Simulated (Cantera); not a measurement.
An isothermal, constant-pressure homogeneous reactor starts with 74.7 % N2O, 25.3 % N2, at 1200 K and 1.18 atm.

Detailed kinetics in Cantera: GRI-Mech 3.0 (53 species, 325 reactions). GRI-Mech 3.0 was tuned for natural gas; its chemistry of N2O as a main component is partial and can be far from experiment. The mechanism lacks the step 2 NO + O2 → 2 NO2, which can matter for NO2 below about 1400 K. The temperature is held fixed by assumption; the heat of reaction is taken as removed at once.

x: mole fraction; the columns are a selection and need not sum to one.

| t (s) | x N2O | x N2 | x O2 | x NO2 | x NO | x O |
|---|---|---|---|---|---|---|
| 0.000200 | 0.747 | 0.253 | 4.46e-5 | 1.20e-9 | 1.05e-5 | 1.71e-6 |
| 0.000485 | 0.747 | 0.253 | 0.000110 | 7.29e-9 | 2.59e-5 | 1.71e-6 |
| 0.00118 | 0.747 | 0.253 | 0.000270 | 4.26e-8 | 6.31e-5 | 1.71e-6 |
| 0.00285 | 0.745 | 0.254 | 0.000655 | 2.39e-7 | 0.000153 | 1.70e-6 |
| 0.00691 | 0.743 | 0.255 | 0.00159 | 1.25e-6 | 0.000370 | 1.70e-6 |
| 0.0168 | 0.736 | 0.260 | 0.00382 | 5.72e-6 | 0.000888 | 1.70e-6 |
| 0.0406 | 0.720 | 0.269 | 0.00911 | 2.06e-5 | 0.00211 | 1.68e-6 |
| 0.0985 | 0.682 | 0.292 | 0.0212 | 5.78e-5 | 0.00486 | 1.63e-6 |
| 0.239 | 0.603 | 0.339 | 0.0470 | 0.000135 | 0.0106 | 1.53e-6 |
| 0.579 | 0.460 | 0.425 | 0.0942 | 0.000269 | 0.0203 | ? |
| 1.40 | 0.265 | 0.544 | 0.159 | 0.000426 | 0.0318 | ? |
| 3.40 | 0.0941 | 0.649 | 0.218 | 0.000525 | 0.0385 | ? |
| 8.25 | 0.0137 | 0.700 | 0.247 | 0.000574 | 0.0392 | ? |
| 20.0 | 0.000220 | 0.708 | 0.252 | 0.000763 | 0.0388 | ? |

**Question.** What belongs in the gaps?

**Answer.** 
- 0.579, x O: 1.31e-6
- 1.40, x O: 9.38e-7
- 3.40, x O: 4.52e-7
- 8.25, x O: 9.04e-8
- 20.0, x O: 1.28e-8
